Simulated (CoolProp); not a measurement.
Propylene along the isotherm -57.75 °C: fugacity coefficient from the reference equation and from simpler models built on Tc = 91.1 °C, pc = 4.555 MPa, ω = 0.146; each cubic takes its own stable root.

Values from CoolProp's reference Helmholtz-energy equation of state, Lemmon 2013.

| p (MPa) | phase | reference |
|---|---|---|
| 0.0216 | gas | 0.9914 |
| 0.0349 | gas | 0.9861 |
| 0.0564 | gas | 0.9775 |
| 0.0911 | liquid | 0.6683 |
| 0.147 | liquid | 0.4150 |
| 0.238 | liquid | 0.2572 |
| 0.384 | liquid | 0.1603 |
| 0.621 | liquid | 0.1000 |
| 1 | liquid | 0.06300 |
| 1.62 | liquid | 0.03981 |
| 2.62 | liquid | 0.02556 |
| 4.23 | liquid | 0.01682 |
| 6.83 | liquid | 0.01148 |

Task: How far does each simpler model (van der Waals, Redlich-Kwong, Soave-Redlich-Kwong) lie from the reference over these 13 states: mean and median of the absolute difference, and the worst?

Result: 
- van der Waals: mean 288.1 %, median 444.9 %, worst +525.4 % at -57.75 °C and 6.83 MPa
- Redlich-Kwong: mean 22.2 %, median 28.3 %, worst +30.6 % at -57.75 °C and 6.83 MPa
- Soave-Redlich-Kwong: mean 0.5 %, median 0.5 %, worst +0.8 % at -57.75 °C and 6.83 MPa

At some of these states van der Waals gives the other phase, because its saturation line lies elsewhere.
